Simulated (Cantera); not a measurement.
**Equilibrium for tantalum, niobium, vanadium and zirconium in process gases: Zr + NH₃ + N₂**

Charge: 1 mol Zr, 0.44 mol NH₃, 82 mol N₂, equilibrated at 1875 K.

Method: chemical equilibrium by Gibbs-energy minimisation in Cantera with the NASA 1993 tables (ideal gas, pure condensed phases). Candidate condensed phases: Zr, ZrN; 11 gas species. ZrN: taken at fixed stoichiometry. Equilibrium is a limit: real reactors are often held back by kinetics, nucleation or transport.

```
P (Pa)    x N₂       x H      x H₂      x Zr     x NH₃       x N     x NH₂  n ZrN(s)
-------  -----  --------  --------  --------  --------  --------  --------  --------
0.100    0.985    0.0149  0.000515   9.29e-7    <1e-12   1.31e-7    <1e-12     1.000
1        0.987    0.0107   0.00264   2.94e-8    <1e-12   4.14e-8    <1e-12     1.000
10       0.990   0.00488   0.00555  9.27e-10  1.03e-12   1.31e-8  3.06e-12      1.00
100      0.991   0.00175   0.00713  2.93e-11  1.51e-11   4.15e-9  1.25e-11      1.00
1000     0.992  0.000576   0.00772    <1e-12  1.70e-10   1.31e-9  4.27e-11      1.00
10000    0.992  0.000184   0.00792    <1e-12   1.76e-9  4.15e-10  1.38e-10      1.00
100000   0.992   5.86e-5   0.00798    <1e-12   1.78e-8  1.31e-10  4.41e-10      1.00
1000000  0.992   1.85e-5   0.00800    <1e-12   1.79e-7  4.15e-11   1.40e-9      1.00
```
x: gas mole fraction; n: condensed amount in mol.

From 1.00e-6 bar to 10.0 bar the condensed part is ZrN(s).
